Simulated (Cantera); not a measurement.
A closed system holds: 1 mol SiCl4, 5.8 mol H2, held at 1073.15 K and 910000 Pa.

Cantera equilibrium calculation (NASA polynomials, part measured and part estimated; ideal gas, pure solids and liquids). Candidate condensed phases: Si; 19 gas species. The tables' values for SiCl3 are old estimates; treat these amounts as uncertain. Kinetics and transport are ignored.

Base state: H2 0.818, SiCl4 0.113, HCl 0.0351, SiHCl3 0.0323, SiH2Cl2 0.00108, SiCl3 0.000495, SiCl2 3.46e-5 (mole fractions); condensed: gas only.

### Question
What changes in the equilibrium state with this change: 1.5 mol HF added?

### Answer
```
species   before     after
-------  -------  --------
H2         0.818     0.695
HCl       0.0351     0.185
SiCl4      0.113    0.0718
SiF4           0    0.0445
SiHCl3    0.0323   0.00331
SiHF3          0  0.000773
HF             0  0.000264
SiH2Cl2  0.00108   1.78e-5
SiCl2    3.46e-5   6.74e-7
```

### Question
What changes in the equilibrium state with this change: temperature from 1073.15 K to 548.15 K?

### Answer
| species | before | after |
|---|---|---|
| H2 | 0.818 | 0.852 |
| SiCl4 | 0.113 | 0.146 |
| HCl | 0.0351 | 0.000946 |
| SiHCl3 | 0.0323 | 0.000946 |
| SiCl3 | 0.000495 | <1e-9 |
| SiCl2 | 3.46e-5 | <1e-9 |
| SiH2Cl2 | 0.00108 | 2.56e-7 |
